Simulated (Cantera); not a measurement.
## Iron carbonyl, mercury and lead vapours: Pb + CO + N₂

Charge: 1 mol Pb, 2.6 mol CO, 7.7 mol N₂, at 775 °C.

Equilibrium computed with Cantera from the NASA thermochemical tables; the gas is ideal and each condensed phase is pure. Candidate condensed phases: C, Pb, PbO, PbO₂, Pb₃O₄; 27 gas species. Kinetics and transport are ignored.

```csv
P (Pa),log p N₂,log p CO,log p Pb,log p CO₂,n Pb(l),n C(graphite)
10,-4.17,-4.64,-5.05,-9.93,0,0
36,-3.61,-4.08,-4.50,-8.82,0,0
130,-3.03,-3.50,-4.35,-7.65,0.632,0
460,-2.47,-2.94,-4.35,-6.53,0.899,0.000661
1700,-1.90,-2.37,-4.35,-5.39,0.973,0.00245
6000,-1.35,-1.82,-4.35,-4.30,0.992,0.00860
22000,-0.78,-1.26,-4.35,-3.18,0.998,0.0305
77000,-0.24,-0.74,-4.35,-2.14,0.999,0.0967
280000,0.33,-0.24,-4.35,-1.13,1.000,0.265
1000000,0.90,0.20,-4.35,-0.26,1.000,0.533
```
log p: log10 of the partial pressure in bar; n: condensed amount in mol.

From 0.0750 Torr to 0.270 Torr nothing is condensed. At 0.975 Torr the condensed part is Pb(l). From 3.45 Torr to 7500 Torr the condensed part is C(graphite) + Pb(l). The main Pb-bearing gas is Pb throughout.
